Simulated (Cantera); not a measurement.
Input: 1 mol CuO, 2.2 mol F2, 0.58 mol O2, equilibrated at 0.323 Torr.

These are equilibrium values from Cantera (NASA tables, ideal gas, pure condensed phases), not measurements of a reactor. Candidate condensed phases: Cu, CuF2, CuO, Cu2O; 13 gas species. Kinetics and transport are ignored.

log p: log10 of the partial pressure in bar; nothing condenses.

```json
[
 {"T (°C)": "1050", "log p F": "-3.64", "log p O2": "-3.98", "log p CuF2": "-4.02", "log p CuF": "-7.21", "log p O": "-8.57", "log p Cu": "[?]"},
 {"T (°C)": "1125", "log p F": "-3.64", "log p O2": "-3.98", "log p CuF2": "-4.02", "log p CuF": "-6.50", "log p O": "-8.03", "log p Cu": "[?]"},
 {"T (°C)": "1200", "log p F": "-3.64", "log p O2": "-3.99", "log p CuF2": "-4.03", "log p CuF": "-5.86", "log p O": "-7.55", "log p Cu": "[?]"},
 {"T (°C)": "1275", "log p F": "-3.63", "log p O2": "-3.99", "log p CuF2": "-4.05", "log p CuF": "-5.31", "log p O": "-7.11", "log p Cu": "[?]"},
 {"T (°C)": "1350", "log p F": "-3.63", "log p O2": "-4.00", "log p CuF2": "-4.10", "log p CuF": "-4.85", "log p O": "-6.72", "log p Cu": "[?]"},
 {"T (°C)": "1425", "log p F": "-3.61", "log p O2": "-4.02", "log p CuF2": "-4.23", "log p CuF": "-4.51", "log p O": "-6.37", "log p Cu": "[?]"},
 {"T (°C)": "1500", "log p F": "-3.60", "log p O2": "-4.04", "log p CuF2": "-4.45", "log p CuF": "-4.31", "log p O": "-6.05", "log p Cu": "[?]"},
 {"T (°C)": "1575", "log p F": "-3.59", "log p O2": "-4.06", "log p CuF2": "-4.74", "log p CuF": "-4.20", "log p O": "-5.75", "log p Cu": "[?]"},
 {"T (°C)": "1650", "log p F": "-3.58", "log p O2": "-4.07", "log p CuF2": "-5.06", "log p CuF": "-4.15", "log p O": "-5.48", "log p Cu": "[?]"}
]
```

Q: Fill in the missing entries.

A: 
- 1050, log p Cu: -15.11
- 1125, log p Cu: -13.47
- 1200, log p Cu: -12.01
- 1275, log p Cu: -10.71
- 1350, log p Cu: -9.58
- 1425, log p Cu: -8.63
- 1500, log p Cu: -7.87
- 1575, log p Cu: -7.25
- 1650, log p Cu: -6.73
